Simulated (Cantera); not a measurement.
Feed: 1 mol TEOS, 1.2 mol H2O, 0.21 mol O2, equilibrated at 0.720 bar.

These are equilibrium values from Cantera (NASA tables, ideal gas, pure condensed phases), not measurements of a reactor. Candidate condensed phases: C, C6H6, C7H8, C8H18, H2O, Si, SiC, SiO2; 123 gas species. The feed counts by its element totals alone. The tables hold silica as quartz up to 1696 K and as liquid above; real silica turns to tridymite and cristobalite and melts near 1996 K. The numbers say what is thermodynamically allowed, not how fast it happens.

x: gas mole fraction; n: condensed amount in mol.

| T (K) | x H2 | x CO | x H2O | x CH4 | x CO2 | x SiO | n C(graphite) | n SiO2(β-quartz) | n SiC(s) |
|---|---|---|---|---|---|---|---|---|---|
| 1023 | 0.722 | 0.209 | 0.0297 | 0.0282 | 0.0112 | <1e-12 | 4.56 | 1.00 | 0 |
| 1073 | 0.734 | 0.228 | [?] | [?] | [?] | <1e-12 | 4.42 | 1.00 | 0 |
| 1123 | 0.741 | 0.237 | 0.00833 | 0.0116 | 0.00243 | <1e-12 | 4.37 | 1.00 | 0 |
| 1173 | 0.746 | 0.241 | 0.00459 | 0.00779 | 0.00116 | 1.98e-12 | 4.35 | 1.00 | 0 |
| 1223 | 0.749 | 0.243 | 0.00263 | 0.00538 | 0.000583 | 3.46e-11 | 4.35 | 1.00 | 0 |
| 1273 | 0.751 | 0.243 | [?] | [?] | [?] | [?] | 4.35 | 1.00 | 0 |
| 1323 | 0.752 | 0.244 | 0.000968 | 0.00277 | 0.000169 | 5.46e-9 | 4.36 | 1.00 | 0 |
| 1373 | 0.753 | 0.244 | 0.000620 | 0.00206 | 9.75e-5 | 5.18e-8 | 4.36 | 1.000 | 0 |
| 1423 | 0.754 | 0.244 | 0.000409 | 0.00156 | 5.85e-5 | 4.18e-7 | 4.36 | 1.000 | 0 |
| 1473 | 0.754 | 0.244 | 0.000278 | 0.00120 | 3.64e-5 | 2.92e-6 | 4.37 | 1.000 | 0 |
| 1523 | 0.754 | 0.244 | 0.000194 | 0.000944 | 2.34e-5 | 1.79e-5 | 4.37 | 1.000 | 0 |
| 1573 | 0.755 | 0.244 | 0.000138 | 0.000752 | 1.55e-5 | 9.71e-5 | 4.37 | 0.999 | 0 |
| 1623 | 0.754 | 0.245 | 0.000101 | 0.000607 | 1.05e-5 | 0.000474 | 4.36 | 0.993 | 0 |
| 1673 | 0.665 | 0.333 | 8.97e-5 | 0.000387 | 1.36e-5 | 0.00125 | 1.42 | 0 | 0.979 |

Problem. Fill in the missing entries.

Solution. 
- 1273, x H2O: 0.00157
- 1273, x CH4: 0.00381
- 1273, x CO2: 0.000307
- 1273, x SiO: 4.80e-10
- 1073, x H2O: 0.0156
- 1073, x CH4: 0.0178
- 1073, x CO2: 0.00525
